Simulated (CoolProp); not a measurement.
Vapour-liquid equilibrium of R1234ze(E) (1) + n-pentane (2) at 0.147 MPa; x and y are mole fractions of (1).

Computed with CoolProp (multi-fluid Helmholtz-energy mixture model, Thol 2016 and Thol 2019; pair parameters Bell 2016).

Q: Give the bubble temperature and the first vapour's composition at x = 0.35, 0.5, 0.65. Is there an azeotrope?

A: x = 0.35: 272.4 K, y = 0.874; x = 0.5: 269.0 K, y = 0.902; x = 0.65: 267.1 K, y = 0.920. No azeotrope shows between x = 0.05 and 0.95.

The pair parameters rest on a limited set of measurements; away from them the model extrapolates. With so large a gap from Raoult's law the liquid may split in two, which this calculation doesn't test in full.
